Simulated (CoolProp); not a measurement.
A single-stage vapour-compression cycle with propane: evaporating at 263.15 K (dew point), condensing at 296.15 K (bubble point), superheat 5 K, subcooling 0 K, compressor efficiency 0.85, no pressure losses. Each further row changes one setting.

Model: reference Helmholtz-energy equation of state, Lemmon 2009, in CoolProp.

```
case                              cooling COP  pressure ratio  discharge temperature (K)  refrigerating effect (kJ/kg)  volumetric capacity (kJ/m³)
--------------------------------  -----------  --------------  -------------------------  ----------------------------  ---------------------------
as stated                                5.76            2.62                      310.0                           312                         2320
evaporating temperature 268.15 K         7.05            2.23                      308.3                           318                         2760
condensing temperature 291.15 K          6.97            2.30                      304.0                           326                         2420
subcooling 5 K                           6.00            2.62                      310.0                           326                         2420
superheat 15 K                           5.78            2.62                      319.8                           329                         2340
compressor efficiency 0.75               5.08            2.62                      313.6                           312                         2320
```
